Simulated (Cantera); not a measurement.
An adiabatic, constant-volume homogeneous reactor starts with CH4 : H2 : O2 : N2 = 1 : 0.19 : 2.62 : 9.85 (molar parts), equivalence ratio 0.80, at 998 K and 0.345 atm. Integrator tolerance rtol = 1e-08.

Cantera simulation using GRI-Mech 3.0 (53 species, 325 reactions); the numbers are that mechanism's predictions, not measurements. Below about 1000 K GRI-Mech 3.0 lacks low-temperature oxidation paths.

Q: What does this change do: pressure from 0.345 atm to 23.7 atm?

A: 
```
quantity                                                            before                                      after
---------------------------------  ---------------------------------------  -----------------------------------------
time of steepest temperature rise                                  0.174 s                                    10.2 ms
temperature at 8.00 s                                               2603 K                                     2808 K
equilibrium temperature                                             2603 K                                     2808 K
x(CH4) at 8.00 s                     <1e-12 (gas-phase equilibrium <1e-12)      <1e-12 (gas-phase equilibrium <1e-12)
x(H2) at 8.00 s                    0.00715 (gas-phase equilibrium 0.00715)    0.00231 (gas-phase equilibrium 0.00231)
x(O2) at 8.00 s                      0.0392 (gas-phase equilibrium 0.0392)      0.0331 (gas-phase equilibrium 0.0331)
x(HCO) at 8.00 s                   6.94e-9 (gas-phase equilibrium 6.94e-9)    2.21e-8 (gas-phase equilibrium 2.21e-8)
x(NO) at 8.00 s                      0.0112 (gas-phase equilibrium 0.0112)      0.0141 (gas-phase equilibrium 0.0141)
x(H) at 8.00 s                     0.00343 (gas-phase equilibrium 0.00343)  0.000496 (gas-phase equilibrium 0.000496)
x(O) at 8.00 s                     0.00487 (gas-phase equilibrium 0.00487)    0.00125 (gas-phase equilibrium 0.00125)
```
The pressure lies above the range GRI-Mech 3.0 was tuned for (to about 10 atm).

Q: What does this change do: constant pressure in place of constant volume?

A: 
| quantity | before | after |
|---|---|---|
| time of steepest temperature rise | 0.174 s | 0.186 s |
| temperature at 8.00 s | 2603 K | 2392 K |
| equilibrium temperature | 2603 K | 2392 K |
| x(CH4) at 8.00 s | <1e-12 (gas-phase equilibrium <1e-12) | <1e-12 (gas-phase equilibrium <1e-12) |
| x(H2) at 8.00 s | 0.00715 (gas-phase equilibrium 0.00715) | 0.00445 (gas-phase equilibrium 0.00445) |
| x(O2) at 8.00 s | 0.0392 (gas-phase equilibrium 0.0392) | 0.0384 (gas-phase equilibrium 0.0384) |
| x(HCO) at 8.00 s | 6.94e-9 (gas-phase equilibrium 6.94e-9) | 1.11e-9 (gas-phase equilibrium 1.11e-9) |
| x(NO) at 8.00 s | 0.0112 (gas-phase equilibrium 0.0112) | 0.00770 (gas-phase equilibrium 0.00770) |
| x(H) at 8.00 s | 0.00343 (gas-phase equilibrium 0.00343) | 0.00174 (gas-phase equilibrium 0.00174) |
| x(O) at 8.00 s | 0.00487 (gas-phase equilibrium 0.00487) | 0.00277 (gas-phase equilibrium 0.00277) |
